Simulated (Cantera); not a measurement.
## Premixed flame

A freely propagating, adiabatic, planar premixed flame of CH4 : O2 : N2 = 1 : 2.6 : 9.77 (molar parts), equivalence ratio 0.77, unburnt at 525 K and 0.570 bar; multicomponent+Soret transport, grid criteria slope 0.08 and curve 0.16, no radiation.

Detailed kinetics in Cantera: GRI-Mech 3.0 (53 species, 325 reactions). Burning velocities carry a grid error of a few per cent, more on coarse grids.

| z (mm) | T (K) | u (m/s) | x CH4 | x O2 | x NO | x C2H4 | x H2O2 | x C2H |
|---|---|---|---|---|---|---|---|---|
| -1.94 | 525 | 0.905 | 0.0747 | 0.194 | <1e-8 | <1e-8 | <1e-8 | <1e-8 |
| -1.29 | 527 | 0.908 | 0.0745 | 0.194 | <1e-8 | 8.88e-8 | 1.09e-7 | <1e-8 |
| -0.971 | 532 | 0.918 | 0.0739 | 0.194 | <1e-8 | 5.57e-7 | 5.27e-7 | <1e-8 |
| -0.647 | 573 | 0.991 | 0.0706 | 0.191 | 3.76e-8 | 6.58e-6 | 3.44e-6 | <1e-8 |
| -0.324 | 874 | 1.52 | 0.0526 | 0.168 | 4.85e-7 | 9.09e-5 | 1.07e-5 | <1e-8 |
| -0.162 | 1225 | 2.16 | 0.0308 | 0.134 | 1.23e-6 | 0.000205 | 8.84e-6 | <1e-8 |
| 0 | 1579 | 2.80 | 0.00814 | 0.0921 | 2.58e-6 | 0.000136 | 1.35e-6 | 1.89e-8 |
| 0.162 | 1729 | 3.07 | 0.000684 | 0.0675 | 4.30e-6 | 7.60e-6 | 4.00e-7 | 1.17e-8 |
| 0.324 | 1775 | 3.14 | 3.22e-5 | 0.0590 | 5.65e-6 | 1.26e-7 | 3.38e-7 | <1e-8 |
| 0.647 | 1829 | 3.22 | 8.73e-8 | 0.0538 | 7.65e-6 | <1e-8 | 2.79e-7 | <1e-8 |
| 1.29 | 1898 | 3.32 | <1e-8 | 0.0508 | 1.08e-5 | <1e-8 | 2.04e-7 | <1e-8 |
| 2.59 | 1972 | 3.44 | <1e-8 | 0.0487 | 1.58e-5 | <1e-8 | 1.39e-7 | <1e-8 |
| 5.18 | 2035 | 3.53 | <1e-8 | 0.0470 | 2.34e-5 | <1e-8 | 9.43e-8 | <1e-8 |
x: mole fraction of selected species; z is measured from the peak of heat release.

| Quantity | Result |
|---|---|
| laminar burning velocity | 90.4 cm/s |
| thermal thickness | 0.647 mm |
| peak x(C2H4) | 0.000224 |
| peak x(H2O2) | 1.09e-5 |
| peak x(C2H) | 2.72e-8 |
| grid points | 138 |
